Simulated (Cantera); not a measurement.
Charge: 1 mol CO2, 2.4 mol O2, 0.1 mol H2, held at 1375 °C and 2.10e7 Pa.

These are equilibrium values from Cantera (NASA tables, ideal gas, pure condensed phases), not measurements of a reactor. Candidate condensed phases: C, C6H6, C7H8, C8H18, H2O; 110 gas species. The ideal-gas law is rough above about 30 bar. Kinetics and transport are ignored.

Base state: O2 0.681, CO2 0.290, H2O 0.0290, OH 4.80e-5 (mole fractions); condensed: gas only.

Problem. What changes in the equilibrium state with this change: temperature from 1375 °C to 2400 °C?

Solution. 
| species | before | after |
|---|---|---|
| O2 | 0.681 | 0.678 |
| CO2 | 0.290 | 0.287 |
| H2O | 0.0290 | 0.0266 |
| OH | 4.80e-5 | 0.00436 |
| H | 1.02e-9 | 1.91e-5 |
| CO | 8.92e-7 | 0.00209 |
